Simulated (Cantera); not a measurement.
Mixture: CH4 : H2 : O2 : N2 = 1 : 1.4 : 6.59 : 24.8 (molar parts), equivalence ratio 0.41, at 12.0 bar, adiabatic and at constant pressure. Ignition delay is the time to a rise of 400 K.

Cantera simulation using GRI-Mech 3.0 (53 species, 325 reactions); the numbers are that mechanism's predictions, not measurements. The pressure lies above the range GRI-Mech 3.0 was tuned for (to about 10 atm).

Problem. Predict: delay at 1150 K; delay at 1225 K; delay at 1300 K; delay at 1375 K; delay at 1450 K; delay at 1525 K; delay at 1600 K; apparent activation energy between 1450 and 1600 K.

Solution. 
```
Item                                                     Value
--------------------------------------------------  ----------
delay at 1150 K                                       0.627 ms
delay at 1225 K                                       0.152 ms
delay at 1300 K                                        54.3 µs
delay at 1375 K                                        25.8 µs
delay at 1450 K                                        14.3 µs
delay at 1525 K                                        8.83 µs
delay at 1600 K                                        5.85 µs
apparent activation energy between 1450 and 1600 K  120 kJ/mol
```
